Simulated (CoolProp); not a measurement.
R410A along the isotherm 102.45 °C: fugacity coefficient from the reference equation and from simpler models built on Tc = 71.3 °C, pc = 4.901 MPa, ω = 0.296; each cubic takes its own stable root.

The numbers come from the reference Helmholtz-energy equation of state, Lemmon 2003 in CoolProp. It is a pseudo-pure fit of the blend.

```csv
p (MPa),phase,reference,van der Waals,Redlich-Kwong,Soave-Redlich-Kwong
0.223,gas,0.9877,0.9891,0.9880,0.9886
0.446,gas,0.9754,0.9782,0.9760,0.9773
0.668,gas,0.9633,0.9674,0.9642,0.9661
0.891,gas,0.9512,0.9565,0.9524,0.9549
1.11,gas,0.9394,___,0.9408,0.9439
1.34,gas,0.9271,0.9348,0.9288,0.9325
1.56,gas,___,0.9241,0.9173,0.9216
1.78,gas,0.9038,0.9135,0.9059,0.9108
2.01,gas,0.8918,0.9024,0.8940,0.8996
2.23,gas,0.8803,0.8918,0.8827,0.8889
2.45,gas,0.8689,0.8812,0.8715,___
```

Question: What belongs in the gaps?

Answer: 
- 1.11, van der Waals: 0.9459
- 1.56, reference: 0.9154
- 2.45, Soave-Redlich-Kwong: 0.8783
